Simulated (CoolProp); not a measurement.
A simple Rankine cycle with R245fa: condensing at 312.15 K, boiler at 0.72 MPa, turbine inlet 351.6 K, turbine efficiency 0.75, pump efficiency 0.8, no recuperator. Each further row changes one setting.

Model: reference Helmholtz-energy equation of state, Akasaka 2015, in CoolProp.

```csv
case,thermal efficiency (%),net work (kJ/kg),heat in (kJ/kg),turbine exit temperature (K),volume ratio over the turbine
as stated,7.0,14.7,211,326.5,3.07
turbine inlet 371.6 K,(withheld),(withheld),(withheld),347.6,(withheld)
condensing temperature 304.15 K,8.3,18.5,222,321.2,4.02
boiler pressure 0.504 MPa,4.8,10.4,216,335.8,2.09
turbine efficiency 0.65,6.0,12.7,211,328.6,3.09
```

Problem. Some entries are withheld; supply them.

Solution. 
- turbine inlet 371.6 K, thermal efficiency (%): 6.9
- turbine inlet 371.6 K, net work (kJ/kg): 16.1
- turbine inlet 371.6 K, heat in (kJ/kg): 233
- turbine inlet 371.6 K, volume ratio over the turbine: 3.01
